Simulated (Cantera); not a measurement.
An adiabatic, constant-volume homogeneous reactor starts with 3.84 % CO, 1.80 % H2, 3.46 % CH4, 19.1 % O2, 71.8 % N2, at 1625 K and 1.01 bar.

Cantera simulation using GRI-Mech 3.0 (53 species, 325 reactions); the numbers are that mechanism's predictions, not measurements.

x: mole fraction; the columns are a selection and need not sum to one.

```json
[
 {"t (s)": "5.00e-6", "T (K)": "1625", "P (bar)": "1.01", "x CO": "0.0384", "x H2": "0.0180", "x CH4": "0.0346", "x NO": "<1e-12", "x CH2O": "7.59e-8", "x H2O": "1.95e-6", "x HCO": "1.32e-11"},
 {"t (s)": "1.21e-5", "T (K)": "1625", "P (bar)": "1.01", "x CO": "0.0384", "x H2": "0.0180", "x CH4": "0.0345", "x NO": "<1e-12", "x CH2O": "7.49e-7", "x H2O": "1.07e-5", "x HCO": "5.72e-11"},
 {"t (s)": "2.95e-5", "T (K)": "1625", "P (bar)": "1.01", "x CO": "0.0384", "x H2": "0.0180", "x CH4": "0.0345", "x NO": "2.36e-12", "x CH2O": "9.93e-6", "x H2O": "8.69e-5", "x HCO": "…"},
 {"t (s)": "7.15e-5", "T (K)": "1646", "P (bar)": "1.03", "x CO": "0.0389", "x H2": "0.0176", "x CH4": "0.0306", "x NO": "4.17e-10", "x CH2O": "0.000678", "x H2O": "0.00394", "x HCO": "…"},
 {"t (s)": "0.000174", "T (K)": "2554", "P (bar)": "1.59", "x CO": "0.0208", "x H2": "0.00429", "x CH4": "<1e-12", "x NO": "0.000347", "x CH2O": "3.62e-11", "x H2O": "0.0712", "x HCO": "…"},
 {"t (s)": "0.000422", "T (K)": "2697", "P (bar)": "1.67", "x CO": "0.0147", "x H2": "0.00282", "x CH4": "<1e-12", "x NO": "0.00233", "x CH2O": "2.75e-11", "x H2O": "0.0759", "x HCO": "6.21e-9"},
 {"t (s)": "0.00102", "T (K)": "2692", "P (bar)": "1.66", "x CO": "0.0145", "x H2": "0.00278", "x CH4": "<1e-12", "x NO": "0.00665", "x CH2O": "2.67e-11", "x H2O": "0.0762", "x HCO": "5.96e-9"},
 {"t (s)": "0.00249", "T (K)": "2683", "P (bar)": "1.66", "x CO": "0.0142", "x H2": "0.00273", "x CH4": "<1e-12", "x NO": "0.0132", "x CH2O": "2.57e-11", "x H2O": "0.0766", "x HCO": "5.65e-9"},
 {"t (s)": "0.00603", "T (K)": "2676", "P (bar)": "1.65", "x CO": "0.0140", "x H2": "0.00270", "x CH4": "<1e-12", "x NO": "0.0180", "x CH2O": "2.50e-11", "x H2O": "0.0769", "x HCO": "5.43e-9"},
 {"t (s)": "0.0147", "T (K)": "2675", "P (bar)": "1.65", "x CO": "0.0139", "x H2": "0.00269", "x CH4": "<1e-12", "x NO": "0.0188", "x CH2O": "2.49e-11", "x H2O": "0.0769", "x HCO": "5.39e-9"},
 {"t (s)": "0.0356", "T (K)": "2675", "P (bar)": "1.65", "x CO": "0.0139", "x H2": "0.00269", "x CH4": "<1e-12", "x NO": "0.0188", "x CH2O": "2.49e-11", "x H2O": "0.0769", "x HCO": "5.39e-9"},
 {"t (s)": "0.0864", "T (K)": "2675", "P (bar)": "1.65", "x CO": "0.0139", "x H2": "0.00269", "x CH4": "<1e-12", "x NO": "0.0188", "x CH2O": "2.49e-11", "x H2O": "0.0769", "x HCO": "5.39e-9"},
 {"t (s)": "0.210", "T (K)": "2675", "P (bar)": "1.65", "x CO": "0.0139", "x H2": "0.00269", "x CH4": "<1e-12", "x NO": "0.0188", "x CH2O": "2.49e-11", "x H2O": "0.0769", "x HCO": "5.39e-9"},
 {"t (s)": "0.509", "T (K)": "2675", "P (bar)": "1.65", "x CO": "0.0139", "x H2": "0.00269", "x CH4": "<1e-12", "x NO": "0.0188", "x CH2O": "2.49e-11", "x H2O": "0.0769", "x HCO": "5.39e-9"},
 {"t (s)": "1.24", "T (K)": "2675", "P (bar)": "1.65", "x CO": "0.0139", "x H2": "0.00269", "x CH4": "<1e-12", "x NO": "0.0188", "x CH2O": "2.49e-11", "x H2O": "0.0769", "x HCO": "5.39e-9"},
 {"t (s)": "3.00", "T (K)": "2675", "P (bar)": "1.65", "x CO": "0.0139", "x H2": "0.00269", "x CH4": "<1e-12", "x NO": "0.0188", "x CH2O": "2.49e-11", "x H2O": "0.0769", "x HCO": "5.39e-9"}
]
```

Question: What belongs in the gaps?

Answer: 
- 2.95e-5, x HCO: 1.30e-9
- 7.15e-5, x HCO: 2.56e-6
- 0.000174, x HCO: 1.33e-8
